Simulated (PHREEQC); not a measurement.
Make-up at 25 °C: 13 mmol/kgw ZnSO4 and 0.21 mmol/kgw HCl. Closed to the air; pH follows from the charge balance.

All values are PHREEQC results (ion-association model, wateq4f.dat), not measurements.

```csv
quantity,before,after
pH,3.89,4.74
ionic strength (mol/kgw),0.0337,0.00453
Zn+2 (mol/kgw),0.00841,0.00113
SO4-2 (mol/kgw),0.00806,0.00113
ZnSO4 (mol/kgw),0.00430,0.000169
Zn(SO4)2-2 (mol/kgw),0.000288,1.56e-6
SI of Goslarite (ZnSO4:7H2O),-2.77,-4.18
SI of Zincite(c) (ZnO),-5.71,-4.73
```

Problem. What was changed between the two runs?
A. ZnSO4 from 0.013 to 0.0013 mol/kgw
B. HCl from 0.00021 to 0.000315 mol/kgw
C. HCl left out
D. diluted 10-fold with water
E. temperature from 25 to 70 °C

Solution. D, diluted 10-fold with water

This is a speciation only: nothing precipitates in the calculation.
